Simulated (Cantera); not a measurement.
Feed: 1 mol PbO, 950 mol H2, at 1848 K and 0.110 bar.

Method: chemical equilibrium by Gibbs-energy minimisation in Cantera with the NASA 1993 tables (ideal gas, pure condensed phases). Candidate condensed phases: H2O, Pb, PbO, PbO2, Pb3O4; 12 gas species. Rates play no part.

Base state: H2 0.996, H 0.00160, Pb 0.00105, H2O 0.00105 (mole fractions); condensed: gas only.

What changes in the equilibrium state with this change: temperature from 1848 K to 2123 K?


```json
[
 {"species": "H2", "before": "0.996", "after": "0.987"},
 {"species": "H", "before": "0.00160", "after": "0.0107"},
 {"species": "Pb", "before": "0.00105", "after": "0.00105"},
 {"species": "H2O", "before": "0.00105", "after": "0.00104"}
]
```

What changes in the equilibrium state with this change: pressure from 0.110 bar to 0.0110 bar?


```
species   before    after
-------  -------  -------
H2         0.996    0.993
H        0.00160  0.00504
Pb       0.00105  0.00105
H2O      0.00105  0.00105
```
